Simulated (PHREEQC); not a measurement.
A column of 0.5 m (40 cells, dispersivity 0.018 m, 300 s a shift, diffusion coefficient 3e-10 m²/s) holds 0.0024 eq of the database's cation exchanger X per kg of pore water, first in equilibrium with 4.3 mmol/kgw KCl, 0.39 mmol/kgw MgCl2 and 0.01 mmol/kgw HCl. It is flushed with 0.00037 mol/kgw Na2SO4, 0.00049 mol/kgw CdCl2 and 1e-05 mol/kgw HCl, at 25 °C. Values are for the last cell. No CO2 enters from the air. No solid was allowed to form.

The series has 34 steps of pore volumes, from 0 to 4.963.

All values are PHREEQC results (ion-association model, phreeqc.dat), not measurements.

**Question.** After how many pore volumes does Na at the outlet first reach half of its feed value?

**Answer.** By 1.1 pore volumes.

**Question.** After how many pore volumes does Cd at the outlet first reach half of its feed value?

**Answer.** By 3.5 pore volumes.

**Question.** After how many pore volumes does S at the outlet first reach half of its feed value?

**Answer.** By 1.1 pore volumes.
